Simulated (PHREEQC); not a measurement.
Synthetic water in mg/L, 75 °C, pH 5.5, pe 11.3: Na 0.0475; K 0.00143; Ca 0.118; Mg 0.00457; Cl 0.0559; S(6) as SO4 0.076; Alkalinity as HCO3 0.316; Ba 0.00389; O(0) (dissolved oxygen) 0.000459; Cd 0.0249.

Valence states are taken as typed.

All values are PHREEQC results (ion-association model, phreeqc.dat), not measurements.

| Item | Result |
|---|---|
| ionic strength | 1.60e-5 mol/kgw |
| charge-balance error | 2.2 % |

```tsv
species	molality	activity	log γ
CO2	5.48e-5	5.48e-5	0.000
HCO3-	8.29e-6	8.25e-6	-0.002
H+	3.18e-6	3.16e-6	-0.002
Ca+2	2.94e-6	2.88e-6	-0.009
Na+	2.07e-6	2.05e-6	-0.002
Cl-	1.58e-6	1.57e-6	-0.002
SO4-2	7.90e-7	7.73e-7	-0.009
Cd+2	2.21e-7	2.17e-7	-0.009
Mg+2	1.88e-7	1.84e-7	-0.009
OH-	6.52e-8	6.49e-8	-0.002
K+	3.66e-8	3.64e-8	-0.002
Ba+2	2.83e-8	2.77e-8	-0.009
O2	1.43e-8	1.43e-8	0.000
```

No solid was allowed to form. At this temperature some constants are extrapolated from 25 °C, and those without enthalpy data are left unchanged.
